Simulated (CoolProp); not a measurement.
C2F6 (R116) along the isotherm 317.9 K: fugacity coefficient from the reference equation and from simpler models built on Tc = 293.0 K, pc = 3048 kPa, ω = 0.257; each cubic takes its own stable root.

Values from CoolProp's reference Helmholtz-energy equation of state, Lemmon 2006. It is a short technical equation, of lower accuracy than the large ones.

```tsv
p (kPa)	phase	reference
305	gas	0.9750
610	gas	0.9501
914	gas	0.9256
1220	gas	0.9010
1520	gas	0.8771
1830	gas	0.8526
2130	gas	0.8290
2440	gas	0.8047
2740	gas	0.7814
3050	supercritical	0.7573
3350	supercritical	0.7341
3660	supercritical	0.7102
3960	supercritical	0.6871
4270	supercritical	0.6634
4570	supercritical	0.6407
```

Problem. How far does each simpler model (Redlich-Kwong, Soave-Redlich-Kwong, Peng-Robinson) lie from the reference over these 15 states: mean and median of the absolute difference, and the worst?

Solution. 
- Redlich-Kwong: mean 1.4 %, median 1.3 %, worst -2.7 % at 317.9 K and 4570 kPa
- Soave-Redlich-Kwong: mean 0.2 %, median 0.2 %, worst +0.5 % at 317.9 K and 4570 kPa
- Peng-Robinson: mean 2.5 %, median 2.8 %, worst -3.9 % at 317.9 K and 4570 kPa
